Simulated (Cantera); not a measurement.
Input: 1 mol CH3Cl, 0.3 mol HCl, 0.75 mol F2, held at 2798 K and 2.20 Pa.

Cantera equilibrium calculation (NASA polynomials, part measured and part estimated; ideal gas, pure solids and liquids). Candidate condensed phases: C, C6H6, C7H8, C8H18; 118 gas species. Rates play no part.

Base state: H 0.456, Cl 0.204, F 0.171, C 0.0728, HF 0.0621, C3 0.0215, C2 0.00843, CF 0.00313 (mole fractions); condensed: gas only.

**Question.** What changes in the equilibrium state with this change: temperature from 2798 K to 2425 K?

**Answer.** 
```json
[
 {"species": "H", "before": "0.456", "after": "0.378"},
 {"species": "HF", "before": "0.0621", "after": "0.302"},
 {"species": "Cl", "before": "0.204", "after": "0.270"},
 {"species": "F", "before": "0.171", "after": "0.0199"},
 {"species": "C", "before": "0.0728", "after": "0.00261"},
 {"species": "C3", "before": "0.0215", "after": "0.00678"},
 {"species": "C2H2 (acetylene)", "before": "1.41e-6", "after": "7.65e-5"},
 {"species": "HCl", "before": "0.000449", "after": "0.00984"},
 {"species": "C(graphite), mol", "before": "0", "after": "0.882"}
]
```

**Question.** What changes in the equilibrium state with this change: pressure from 2.20 Pa to 0.150 bar?

**Answer.** 
| species | before | after |
|---|---|---|
| HF | 0.0621 | 0.444 |
| HCl | 0.000449 | 0.264 |
| Cl | 0.204 | 0.121 |
| H | 0.456 | 0.0661 |
| C | 0.0728 | 4.30e-5 |
| H2 | 0.000692 | 0.0991 |
| F | 0.171 | 0.00124 |
| C3 | 0.0215 | 0.000205 |
| C4H2 | 1.20e-9 | 4.53e-5 |
| C2HCl | 1.62e-8 | 0.000154 |
| Cl2 | 2.11e-8 | 5.08e-5 |
| C2H2 (acetylene) | 1.41e-6 | 0.00329 |
| C(graphite), mol | 0 | 0.971 |

**Question.** What changes in the equilibrium state with this change: temperature from 2798 K to 1500 K?

**Answer.** 
```csv
species,before,after
HF,0.0621,0.490
HCl,0.000449,0.421
H2,0.000692,0.0834
H,0.456,0.00108
C,0.0728,<1e-9
C3,0.0215,<1e-9
F,0.171,1.75e-7
Cl,0.204,0.00441
C2,0.00843,<1e-9
CF,0.00313,<1e-9
C2H,0.000117,<1e-9
C5,1.26e-5,<1e-9
"C(graphite), mol",0,1.000
```
